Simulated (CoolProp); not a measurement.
Vapour pressure (MPa) of n-dodecane: the reference equation beside estimates from Tc = 658.1 K, pc = 1.818 MPa, ω = 0.574. Clausius-Clapeyron is anchored at 491.5 K with a constant enthalpy of vaporisation of 43.41 kJ/mol.

Model: reference Helmholtz-energy equation of state, Lemmon 2004, in CoolProp. It is a short technical equation, of lower accuracy than the large ones.

| T (K) | reference | Lee-Kesler | Clausius-Clapeyron | Redlich-Kwong | Soave-Redlich-Kwong | Peng-Robinson |
|---|---|---|---|---|---|---|
| 478.4 | ? | 0.07764 | 0.07953 | 0.2169 | 0.07779 | 0.07852 |
| 491.5 | 0.1064 | 0.1070 | 0.1064 | 0.2683 | 0.1074 | 0.1079 |
| 504.5 | ? | 0.1441 | 0.1399 | 0.3274 | 0.1450 | 0.1450 |
| 517.6 | 0.1895 | 0.1910 | 0.1818 | 0.3956 | 0.1926 | 0.1919 |
| 530.7 | 0.2468 | 0.2489 | 0.2332 | 0.4730 | ? | 0.2500 |
| 543.8 | 0.3168 | 0.3193 | 0.2955 | 0.5602 | 0.3236 | 0.3210 |
| 556.9 | 0.4012 | 0.4042 | 0.3704 | 0.6579 | 0.4106 | 0.4068 |
| 570 | ? | 0.5054 | 0.4595 | 0.7664 | 0.5145 | 0.5093 |

Task: Fill in the missing entries.

Result: 
- 478.4, reference: 0.07733
- 504.5, reference: 0.1431
- 530.7, Soave-Redlich-Kwong: 0.2515
- 570, reference: 0.5021

Absolute difference from the reference over all 8 rows, mean and median: Lee-Kesler 0.7 and 0.7 %, Clausius-Clapeyron 4.7 and 4.8 %, Redlich-Kwong 106.9 and 100.2 %, Soave-Redlich-Kwong 1.7 and 1.8 %, Peng-Robinson 1.4 and 1.4 %.
